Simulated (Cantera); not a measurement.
A closed system holds: 1 mol CH3SiCl3, 0.59 mol C2H2, 1 mol H2, at 1848 K and 0.00670 bar.

Method: chemical equilibrium by Gibbs-energy minimisation in Cantera with the NASA 1993 tables (ideal gas, pure condensed phases). Candidate condensed phases: C, C6H6, C7H8, C8H18, Si, SiC; 109 gas species. The feed counts by its element totals alone. The tables' values for SiCl3, SiCl are old estimates; treat these amounts as uncertain. Rates play no part.

Base state: HCl 0.525, H2 0.406, SiCl2 0.0586, H 0.00413, Cl 0.00405, SiCl3 0.00162, SiCl 0.000123, C2H2 (acetylene) 0.000105 (mole fractions); condensed: C(graphite) + SiC(s).

### Question
What changes in the equilibrium state with this change: temperature from 1848 K to 2073 K?

### Answer
```tsv
species	before	after
HCl	0.525	0.461
H2	0.406	0.418
SiCl2	0.0586	0.0795
H	0.00413	0.0208
Cl	0.00405	0.0169
SiC2	5.35e-7	6.08e-5
Si2C	3.80e-7	3.90e-5
C(graphite), mol	1.46	1.56
SiC(s), mol	0.722	0.612
```
The tables' values for SiCl, SiCl3 are old estimates; treat these amounts as uncertain.
